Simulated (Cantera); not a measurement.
An adiabatic, constant-volume homogeneous reactor starts with CH4 : O2 : N2 : CO2 = 1 : 1.67 : 6.27 : 0.51 (molar parts), equivalence ratio 1.2, at 1525 K and 5.30 bar. Integrator tolerance rtol = 1e-08.

Cantera simulation using GRI-Mech 3.0 (53 species, 325 reactions); the numbers are that mechanism's predictions, not measurements.

Problem. What does this change do: CO2 0.51 to 0.9 parts?

Solution. 
```csv
quantity,before,after
time of steepest temperature rise,0.279 ms,0.299 ms
temperature at 3.00 s,2985 K,2916 K
equilibrium temperature,2985 K,2916 K
x(CH4) at 3.00 s,<1e-12 (gas-phase equilibrium <1e-12),<1e-12 (gas-phase equilibrium <1e-12)
x(O2) at 3.00 s,0.00859 (gas-phase equilibrium 0.00859),0.00926 (gas-phase equilibrium 0.00926)
x(CO2) at 3.00 s,0.0741 (gas-phase equilibrium 0.0741),0.103 (gas-phase equilibrium 0.103)
x(C2H) at 3.00 s,<1e-12 (gas-phase equilibrium <1e-12),<1e-12 (gas-phase equilibrium <1e-12)
x(NO) at 3.00 s,0.00844 (gas-phase equilibrium 0.00844),0.00788 (gas-phase equilibrium 0.00788)
x(CH3) at 3.00 s,1.85e-12 (gas-phase equilibrium 2.28e-12),<1e-12 (gas-phase equilibrium 1.17e-12)
x(C2H4) at 3.00 s,<1e-12 (gas-phase equilibrium <1e-12),<1e-12 (gas-phase equilibrium <1e-12)
```

Problem. What does this change do: pressure from 5.30 bar to 0.270 bar?

Solution. 
```
quantity                                                              before                                    after
---------------------------------  -----------------------------------------  ---------------------------------------
time of steepest temperature rise                                   0.279 ms                                  2.83 ms
temperature at 3.00 s                                                 2985 K                                   2734 K
equilibrium temperature                                               2985 K                                   2734 K
x(CH4) at 3.00 s                       <1e-12 (gas-phase equilibrium <1e-12)    <1e-12 (gas-phase equilibrium <1e-12)
x(O2) at 3.00 s                      0.00859 (gas-phase equilibrium 0.00859)    0.0149 (gas-phase equilibrium 0.0149)
x(CO2) at 3.00 s                       0.0741 (gas-phase equilibrium 0.0741)    0.0641 (gas-phase equilibrium 0.0641)
x(C2H) at 3.00 s                       <1e-12 (gas-phase equilibrium <1e-12)    <1e-12 (gas-phase equilibrium <1e-12)
x(NO) at 3.00 s                      0.00844 (gas-phase equilibrium 0.00844)  0.00786 (gas-phase equilibrium 0.00786)
x(CH3) at 3.00 s                   1.85e-12 (gas-phase equilibrium 2.28e-12)    <1e-12 (gas-phase equilibrium <1e-12)
x(C2H4) at 3.00 s                      <1e-12 (gas-phase equilibrium <1e-12)    <1e-12 (gas-phase equilibrium <1e-12)
```
